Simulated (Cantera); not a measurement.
A perfectly stirred reactor is fed with H2 : O2 : N2 = 1 : 0.357 : 3.29 (molar parts), equivalence ratio 1.4, at 10.0 bar; it is adiabatic with a 550 K inlet, and is followed from long to short residence time, starting on the burning branch (τ in s: 0.46, 0.17, 0.061, 0.022, 0.0081, 0.003, 0.0011, 0.0004, 0.00014, 5.3e-05, 1.9e-05).

Cantera simulation using the H2/O2 subset of GRI-Mech 3.0, which has no nitrogen chemistry; the numbers are that mechanism's predictions, not measurements. The hydrogen kinetics of GRI-Mech 3.0 are dated; newer H2 mechanisms differ, most at raised pressure.

### Question
Predict: blow-out, bracketed by the residence times tried; x(H2) at τ = 0.460 s; x(O2) at τ = 0.460 s; x(H2O2) at τ = 0.460 s; x(H) at τ = 0.460 s; x(HO2) at τ = 0.460 s; x(H2) at τ = 3.00 ms; x(O2) at τ = 3.00 ms; x(H2O2) at τ = 3.00 ms; x(H) at τ = 3.00 ms; x(HO2) at τ = 3.00 ms.

### Answer
- blow-out, bracketed by the residence times tried: burning at 19.0 µs, the shortest tried
- x(H2) at τ = 0.460 s: 0.0666
- x(O2) at τ = 0.460 s: 1.52e-5
- x(H2O2) at τ = 0.460 s: 2.56e-9
- x(H) at τ = 0.460 s: 0.000106
- x(HO2) at τ = 0.460 s: 3.42e-8
- x(H2) at τ = 3.00 ms: 0.0666
- x(O2) at τ = 3.00 ms: 0.000223
- x(H2O2) at τ = 3.00 ms: 8.03e-8
- x(H) at τ = 3.00 ms: 0.00112
- x(HO2) at τ = 3.00 ms: 1.12e-6
